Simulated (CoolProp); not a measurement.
A simple Rankine cycle with R115: condensing at 298.15 K, boiler at 2.22 MPa, turbine inlet 338.5 K, turbine efficiency 0.9, pump efficiency 0.8, no recuperator. Each further row changes one setting.

Values from CoolProp's reference Helmholtz-energy equation of state, Lemmon 2016.

| case | thermal efficiency (%) | net work (kJ/kg) | heat in (kJ/kg) | turbine exit temperature (K) | volume ratio over the turbine |
|---|---|---|---|---|---|
| as stated | 8.0 | 8.65 | 108 | 303.9 | 3.00 |
| turbine inlet 358.5 K | 8.1 | 10.6 | ? | 328.7 | ? |
| condensing temperature 290.15 K | 9.5 | ? | 116 | 297.7 | 3.78 |
| boiler pressure 1.55 MPa | 5.3 | 6.37 | 120 | 321.5 | 1.81 |
| turbine efficiency 0.8 | ? | ? | 108 | 305.2 | 3.02 |

Fill in the missing entries.


- turbine inlet 358.5 K, heat in (kJ/kg): 130
- turbine inlet 358.5 K, volume ratio over the turbine: 2.72
- condensing temperature 290.15 K, net work (kJ/kg): 11.1
- turbine efficiency 0.8, thermal efficiency (%): 7.0
- turbine efficiency 0.8, net work (kJ/kg): 7.55
